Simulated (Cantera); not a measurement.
Feed: 1 mol PbO, 17 mol H₂, equilibrated at 10.0 Pa.

Method: chemical equilibrium by Gibbs-energy minimisation in Cantera with the NASA 1993 tables (ideal gas, pure condensed phases). Candidate condensed phases: H₂O, Pb, PbO, PbO₂, Pb₃O₄; 12 gas species. Equilibrium is a limit: real reactors are often held back by kinetics, nucleation or transport.

Q: Which condensed phases are stable at each of these points (T (K)): 775, 800, 825, 850, 875, 900, 925, 950, 975, 1000, 1025, 1050, 1075?

A: 
```json
[
 {"T (K)": "775", "condensed phases": "Pb(l)", "Pb condensed (%)": "99.6"},
 {"T (K)": "800", "condensed phases": "Pb(l)", "Pb condensed (%)": "99.0"},
 {"T (K)": "825", "condensed phases": "Pb(l)", "Pb condensed (%)": "97.6"},
 {"T (K)": "850", "condensed phases": "Pb(l)", "Pb condensed (%)": "94.6"},
 {"T (K)": "875", "condensed phases": "Pb(l)", "Pb condensed (%)": "88.5"},
 {"T (K)": "900", "condensed phases": "Pb(l)", "Pb condensed (%)": "76.4"},
 {"T (K)": "925", "condensed phases": "Pb(l)", "Pb condensed (%)": "53.3"},
 {"T (K)": "950", "condensed phases": "Pb(l)", "Pb condensed (%)": "9.9"},
 {"T (K)": "975", "condensed phases": "gas only", "Pb condensed (%)": "0.0"},
 {"T (K)": "1000", "condensed phases": "gas only", "Pb condensed (%)": "0.0"},
 {"T (K)": "1025", "condensed phases": "gas only", "Pb condensed (%)": "0.0"},
 {"T (K)": "1050", "condensed phases": "gas only", "Pb condensed (%)": "0.0"},
 {"T (K)": "1075", "condensed phases": "gas only", "Pb condensed (%)": "0.0"}
]
```

From 775 K to 950 K the condensed part is Pb(l). From 975 K to 1075 K nothing is condensed.
